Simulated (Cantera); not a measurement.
What does this Cantera script print?

```python
import numpy as np
import cantera as ct

gas = ct.Solution("gri30.yaml")


def delay(T, t_max=10):
    gas.TPX = T, 101325, {'CO': 1, 'H2': 0.12, 'O2': 1.06, 'N2': 4.02}
    reactor = ct.IdealGasConstPressureReactor(gas, clone=False)
    net = ct.ReactorNet([reactor])
    net.rtol, net.atol = 1e-8, 1e-16
    while net.time < t_max:
        t_old, T_old = net.time, reactor.T
        net.step()
        if reactor.T > T + 400:  # ignition: a rise of 400 K
            return t_old + (T + 400 - T_old) / (reactor.T - T_old) * (net.time - t_old)
    return np.nan


taus = []
for T in [1173, 1223, 1273, 1323, 1373, 1423]:
    taus.append(delay(T))
    print(f"T0 = {T:6g} K   tau = {taus[-1]:.4e} s")
```

Output:

```
T0 =   1173 K   tau = 1.8743e-04 s
T0 =   1223 K   tau = 1.5795e-04 s
T0 =   1273 K   tau = 1.3902e-04 s
T0 =   1323 K   tau = 1.2650e-04 s
T0 =   1373 K   tau = 1.1826e-04 s
T0 =   1423 K   tau = 1.1313e-04 s
```

Model: GRI-Mech 3.0 (53 species, 325 reactions), integrated in Cantera. Where the delays flatten at high temperature, the 400 K rule measures the pace of heat release, not the induction time.
